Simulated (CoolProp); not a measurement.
Vapour pressure (MPa) of R113: the reference equation beside estimates from Tc = 214.1 °C, pc = 3.392 MPa, ω = 0.253. Clausius-Clapeyron is anchored at 61.75 °C with a constant enthalpy of vaporisation of 26.17 kJ/mol.

Computed with CoolProp (reference Helmholtz-energy equation of state, Marx 1992).

```json
[
 {"T (°C)": "48.45", "reference": "0.1043", "Lee-Kesler": "0.1038", "Clausius-Clapeyron": "0.1073", "van der Waals": "0.5005"},
 {"T (°C)": "50.65", "reference": "0.1120", "Lee-Kesler": "0.1116", "Clausius-Clapeyron": "0.1147", "van der Waals": "0.5191"},
 {"T (°C)": "52.85", "reference": "0.1202", "Lee-Kesler": "0.1198", "Clausius-Clapeyron": "0.1225", "van der Waals": "0.5380"},
 {"T (°C)": "55.05", "reference": "0.1289", "Lee-Kesler": "0.1285", "Clausius-Clapeyron": "0.1307", "van der Waals": "0.5574"},
 {"T (°C)": "57.35", "reference": "0.1385", "Lee-Kesler": "0.1382", "Clausius-Clapeyron": "0.1397", "van der Waals": "0.5782"},
 {"T (°C)": "59.55", "reference": "0.1482", "Lee-Kesler": "0.1479", "Clausius-Clapeyron": "0.1488", "van der Waals": "0.5985"},
 {"T (°C)": "61.75", "reference": "0.1583", "Lee-Kesler": "0.1581", "Clausius-Clapeyron": "0.1583", "van der Waals": "0.6194"},
 {"T (°C)": "63.95", "reference": "0.1690", "Lee-Kesler": "0.1689", "Clausius-Clapeyron": "0.1683", "van der Waals": "0.6406"},
 {"T (°C)": "66.25", "reference": "0.1808", "Lee-Kesler": "0.1808", "Clausius-Clapeyron": "0.1793", "van der Waals": "0.6634"},
 {"T (°C)": "68.45", "reference": "0.1927", "Lee-Kesler": "0.1927", "Clausius-Clapeyron": "0.1904", "van der Waals": "0.6856"},
 {"T (°C)": "70.65", "reference": "0.2051", "Lee-Kesler": "0.2052", "Clausius-Clapeyron": "0.2019", "van der Waals": "0.7084"},
 {"T (°C)": "72.85", "reference": "0.2182", "Lee-Kesler": "0.2184", "Clausius-Clapeyron": "0.2140", "van der Waals": "0.7316"},
 {"T (°C)": "75.05", "reference": "0.2318", "Lee-Kesler": "0.2322", "Clausius-Clapeyron": "0.2267", "van der Waals": "0.7553"},
 {"T (°C)": "77.35", "reference": "0.2468", "Lee-Kesler": "0.2472", "Clausius-Clapeyron": "0.2406", "van der Waals": "0.7806"},
 {"T (°C)": "79.55", "reference": "0.2618", "Lee-Kesler": "0.2624", "Clausius-Clapeyron": "0.2544", "van der Waals": "0.8054"}
]
```

Absolute difference from the reference over all 15 rows, mean and median: Lee-Kesler 0.2 and 0.2 %, Clausius-Clapeyron 1.6 and 1.6 %, van der Waals 284.5 and 279.1 %.
